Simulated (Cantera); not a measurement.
A closed system holds: 1 mol CO, 0.051 mol CO2, 5.6 mol N2, at 75.0 Torr.

Cantera equilibrium calculation (NASA polynomials, part measured and part estimated; ideal gas, pure solids and liquids). Candidate condensed phases: C; 24 gas species. Equilibrium is a limit: real reactors are often held back by kinetics, nucleation or transport. All values below are at 2825 K.

Base state: N2 0.839, CO 0.154, CO2 0.00374, O 0.00245, NO 0.00111, O2 0.000168, N 1.22e-5 (mole fractions); condensed: gas only.

Question: What changes in the equilibrium state with this change: 0.042 mol H2 added?

Answer: 
```
species    before     after
-------  --------  --------
N2          0.839     0.830
CO          0.154     0.152
H               0   0.00944
H2              0   0.00112
OH              0  0.000426
H2O             0  0.000176
O2       0.000168  0.000142
```
Further candidate phases: C6H6, C7H8, C8H18, H2O.
